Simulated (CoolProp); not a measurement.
Model: reference Helmholtz-energy equation of state, Gao 2022, in CoolProp.

Problem. For n-perfluorohexane, give the phase and the Z, cp (kJ/(kg K)), cv (kJ/(kg K)) at 47.45 °C and 8.42 MPa.

Solution. 
- 47.45 °C and 8.42 MPa: liquid; Z 0.646, cp 1.07, cv 0.883
